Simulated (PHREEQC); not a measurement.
A solution holds 0.026 mol H2SO4 and 0.011 mol NaCl per kg of water, at 25 °C. Closed to the air; pH follows from the charge balance.

Equilibrium calculation in PHREEQC: ion-association model, phreeqc.dat.

Precipitation was switched off in this run.

Task: Order these S species by the share of S that they hold, largest first: SO4-2, HSO4-, NaSO4-.

Result: HSO4- (61 %), SO4-2 (38 %), NaSO4- (0.90 %)

The pH is 1.51 and the ionic strength 0.0566 mol/kgw.
